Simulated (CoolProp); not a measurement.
Vapour-liquid equilibrium of isohexane (1) + benzene (2) at 0.0623 MPa; x and y are mole fractions of (1).

Model: multi-fluid Helmholtz-energy mixture model, Lemmon 2006 and Thol 2012; pair parameters Bell 2016, in CoolProp.

| x | bubble temperature, mixture model (K) | bubble temperature, Raoult's law (K) | y, mixture model | y, Raoult's law |
|---|---|---|---|---|
| 0.05 | ___ | 336.9 | ___ | 0.091 |
| 0.2 | 328.9 | 333.3 | ___ | 0.325 |
| 0.35 | 325.6 | 330.1 | ___ | 0.512 |
| 0.5 | 323.4 | 327.1 | 0.648 | 0.663 |
| 0.65 | 321.7 | 324.4 | ___ | 0.787 |
| 0.8 | ___ | 321.9 | 0.850 | 0.889 |
| 0.95 | 319.2 | 319.6 | 0.961 | 0.975 |

Problem. What belongs in the gaps?

Solution. 
- 0.05, bubble temperature, mixture model (K): 335.0
- 0.05, y, mixture model: 0.146
- 0.2, y, mixture model: 0.399
- 0.35, y, mixture model: 0.541
- 0.65, y, mixture model: 0.747
- 0.8, bubble temperature, mixture model (K): 320.3

The largest gap from Raoult's law is -4.5 K in bubble temperature, at x = 0.35. No azeotrope shows between x = 0.05 and 0.95.

The pair parameters rest on a limited set of measurements; away from them the model extrapolates.
